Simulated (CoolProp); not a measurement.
Model: reference Helmholtz-energy equation of state, Span 2000, in CoolProp.

Question: Give the vapour pressure (bar), liquid density (kg/m³), enthalpy of vaporisation (kJ/kg), liquid cp (kJ/(kg K)) of saturated nitrogen at 99.3, 114 K.

Answer: 
| T (K) | p (bar) | liquid density (kg/m³) | enthalpy of vaporisation (kJ/kg) | liquid cp (kJ/(kg K)) |
|---|---|---|---|---|
| 99.3 | 7.41 | 694 | 163 | 2.30 |
| 114 | 18.4 | 588 | 120 | 3.11 |
